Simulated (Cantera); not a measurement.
A perfectly stirred reactor is fed with CH₄ : N₂ = 1 : 22 (molar parts), at 0.0503 atm; it is held at 1625 K, and followed from long to short residence time.

Cantera simulation using GRI-Mech 3.0 (53 species, 325 reactions); the numbers are that mechanism's predictions, not measurements. GRI-Mech 3.0 stops at C3 and has no aromatics, soot or wall deposition, so with more carbon than oxygen in the feed, carbon stays in small species such as C2H2 where larger ones or solid carbon would form.

Q: What does this change do: pressure from 0.0503 atm to 0.000138 atm?

A: 
| quantity | before | after |
|---|---|---|
| x(CH₄) at τ = 6.30 s | 0.00588 | 0.0427 |
| x(CH₃) at τ = 6.30 s | 0.000111 | 0.000262 |
| x(C₂H₂) at τ = 6.30 s | 0.0179 | 0.000102 |
| x(C₂H₆) at τ = 6.30 s | 1.24e-6 | 3.60e-8 |
| x(H) at τ = 6.30 s | 5.09e-5 | 8.30e-7 |
| x(CH₄) at τ = 77.0 ms | 0.0362 | 0.0435 |
| x(CH₃) at τ = 77.0 ms | 0.000444 | 3.25e-6 |
| x(C₂H₂) at τ = 77.0 ms | 0.00225 | 3.36e-12 |
| x(C₂H₆) at τ = 77.0 ms | 2.39e-5 | 1.84e-12 |
| x(H) at τ = 77.0 ms | 7.26e-6 | 1.23e-7 |
Radical loss at walls, strong at low pressure, is not modelled.

Q: What does this change do: CH4 1 to 3.7 parts?

A: 
```
quantity                  before     after
----------------------  --------  --------
x(CH₄) at τ = 6.30 s     0.00588    0.0177
x(CH₃) at τ = 6.30 s    0.000111  0.000198
x(C₂H₂) at τ = 6.30 s     0.0179    0.0550
x(C₂H₆) at τ = 6.30 s    1.24e-6   3.54e-6
x(H) at τ = 6.30 s       5.09e-5   9.16e-5
x(CH₄) at τ = 77.0 ms     0.0362     0.112
x(CH₃) at τ = 77.0 ms   0.000444  0.000908
x(C₂H₂) at τ = 77.0 ms   0.00225    0.0106
x(C₂H₆) at τ = 77.0 ms   2.39e-5   9.50e-5
x(H) at τ = 77.0 ms      7.26e-6   1.78e-5
```
